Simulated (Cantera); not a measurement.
# Premixed flame

A freely propagating, adiabatic, planar premixed flame of H₂ : O₂ : N₂ = 1 : 0.617 : 2.32 (molar parts), unburnt at 425 K and 4.93 atm; mixture-averaged transport, grid criteria slope 0.08 and curve 0.16, no radiation.

Detailed kinetics in Cantera: the H2/O2 subset of GRI-Mech 3.0, which has no nitrogen chemistry. The hydrogen kinetics of GRI-Mech 3.0 are dated; newer H2 mechanisms differ, most at raised pressure. Burning velocities carry a grid error of a few per cent, more on coarse grids.

```tsv
z (mm)	T (K)	u (m/s)	x H₂	x O₂	x OH	x H₂O₂	x HO₂	x O
-0.165	425	2.28	0.254	0.157	<1e-8	<1e-8	<1e-8	<1e-8
-0.110	425	2.28	0.253	0.157	<1e-8	1.28e-8	6.20e-8	<1e-8
-0.0825	426	2.28	0.251	0.157	<1e-8	1.30e-7	6.18e-7	1.24e-8
-0.0550	432	2.29	0.242	0.159	<1e-8	1.74e-6	8.26e-6	1.11e-7
-0.0275	551	2.79	0.199	0.163	2.80e-5	7.40e-5	0.000502	8.18e-6
-0.0138	899	4.40	0.148	0.150	0.000792	0.000141	0.000872	0.000270
0	1333	6.41	0.0891	0.114	0.00273	3.91e-5	0.000426	0.00219
0.0138	1632	7.80	0.0459	0.0773	0.00676	6.11e-6	0.000218	0.00487
0.0275	1804	8.60	0.0259	0.0571	0.0103	3.59e-6	0.000126	0.00594
0.0550	1976	9.38	0.0147	0.0453	0.0126	2.13e-6	6.39e-5	0.00512
0.110	2112	9.96	0.00891	0.0410	0.0114	1.32e-6	3.07e-5	0.00297
0.220	2197	10.3	0.00450	0.0391	0.00860	8.52e-7	1.39e-5	0.00140
0.440	2239	10.5	0.00203	0.0386	0.00607	5.90e-7	7.18e-6	0.000631
```
x: mole fraction of selected species; z is measured from the peak of heat release.

```yaml
laminar_burning_velocity: 228 cm/s
thermal_thickness: 0.0550 mm
peak x(OH): 0.0126
peak x(H₂O₂): 0.000143
peak x(HO₂): 0.000986
peak x(O): 0.00598
```
